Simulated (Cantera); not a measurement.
A diamond (100) surface in a fixed gas of H2 with x(CH4) = 0.0072, x(H) = 0.0023, x(CH3) = 1.1e-05, at 1075 K; coverages are run to steady state.

Detailed kinetics in Cantera: the Harris–Goodwin 1993 mechanism for the reconstructed diamond (100) surface.

θ: site fractions in the mechanism's names (c6HH fully hydrogenated, c6H* and c6*H radical sites, c6** diradical, c6HM methylated).

| P (Pa) | growth (µm/h) | θ c6HH | θ c6H* | θ c6*H | θ c6** | θ c6HM |
|---|---|---|---|---|---|---|
| 1300 | [?] | 0.535 | 0.0252 | 0.424 | 0.0151 | 0.000672 |
| 2200 | [?] | 0.534 | 0.0252 | 0.424 | 0.0150 | 0.000913 |
| 3600 | [?] | 0.534 | 0.0252 | 0.424 | 0.0150 | 0.00114 |
| 6100 | [?] | 0.534 | 0.0252 | 0.424 | 0.0150 | 0.00136 |
| 10000 | [?] | 0.534 | 0.0252 | 0.424 | 0.0150 | 0.00153 |
| 17000 | [?] | 0.534 | 0.0253 | 0.423 | 0.0150 | 0.00166 |
| 29000 | [?] | 0.534 | 0.0253 | 0.423 | 0.0151 | 0.00175 |
| 48000 | [?] | 0.534 | 0.0254 | 0.423 | 0.0151 | 0.00180 |

Task: Some entries are withheld; supply them.

Result: 
- 1300, growth (µm/h): 0.0382
- 2200, growth (µm/h): 0.0856
- 3600, growth (µm/h): 0.173
- 6100, growth (µm/h): 0.346
- 10000, growth (µm/h): 0.634
- 17000, growth (µm/h): 1.17
- 29000, growth (µm/h): 2.09
- 48000, growth (µm/h): 3.56
